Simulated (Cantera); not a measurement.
What does this Cantera script print?

```python
import numpy as np
import cantera as ct

gas_names = [...]  # 113 gases of nasa_gas.yaml made of C, Cu, H, O
cond_names = """
    C(gr) C6H6(L) C7H8(L) C8H18(L),n-octa Cu(cr) Cu(L) CuO(s) CuO2H2(s) Cu2O(s) Cu2O(L) H2O(s) H2O(L)
""".split()


# ... load() reads the species with a 1 bar reference pressure and builds the phases ...
atoms = {
    'Cu2O': {'Cu': 2, 'O': 1},
    'CO': {'C': 1, 'O': 1},
    'H2': {'H': 2},
}
top_T = {'C(gr)': 4500, 'CuO(s)': 1390}  # K; cautious upper limits of use, not melting points


# ... equilibrate(T, P, feed) seeds the gas with the atoms and calls Mixture.equilibrate('TP', solver="vcs", rtol=1e-11, max_steps=5000) ...
results = []
feed = {'Cu2O': 1, 'CO': 4.7, 'H2': 2.1}  # mol
T = 2098.15  # K
for P in [10, 68, 460, 3200, 22000, 150000, 1000000]:
    mix = equilibrate(T, P, feed)
    results.append((T, P, feed, dict(zip(mix.species_names, mix.species_moles))))

top = {s: max(r[3][s] / sum(r[3][g] for g in gas_names) for r in results) for s in gas_names}
cols = sorted((s for s in top if top[s] > 1e-06), key=lambda s: -top[s])[:9]
seen = [c for c in cond_names if any(r[3].get(c, 0) > 1e-12 for r in results)]
print("log10 of partial pressures in bar; condensed amounts in mol")
print(f"{'P/Pa':>10s}" + "".join(f"{s[:9]:>10s}" for s in cols + seen))
for T, P, feed, n in results:
    ng = sum(n[g] for g in gas_names)
    print(f"{P:10.4g}" + "".join(f"{np.log10(max(n[s] / ng * P / 1e5, 1e-99)):10.3f}" for s in cols)
          + "".join(f"{n.get(c, 0):10.4g}" for c in seen))
```

It prints:

```
log10 of partial pressures in bar; condensed amounts in mol
      P/Pa        CO        Cu        H2         H       H2O       CO2        OH         O       Cu2     Cu(L)
        10    -4.338    -4.670    -4.936    -4.979    -5.274    -5.369    -6.243    -6.433    -9.598         0
        68    -3.488    -3.822    -4.007    -4.515    -4.358    -4.532    -5.791    -6.446    -7.901         0
       460    -2.650    -2.985    -3.138    -4.080    -3.500    -3.706    -5.368    -6.457    -6.228         0
      3200    -1.805    -2.143    -2.280    -3.651    -2.648    -2.865    -4.945    -6.463    -4.543         0
   2.2e+04    -0.876    -1.989    -1.346    -3.184    -1.716    -1.939    -4.480    -6.465    -4.235     1.663
   1.5e+05    -0.024    -1.989    -0.492    -2.758    -0.863    -1.087    -4.054    -6.466    -4.235     1.953
     1e+06     0.803    -1.989     0.335    -2.344    -0.036    -0.261    -3.640    -6.466    -4.235     1.993
```

These are equilibrium values from Cantera (NASA tables, ideal gas, pure condensed phases), not measurements of a reactor.
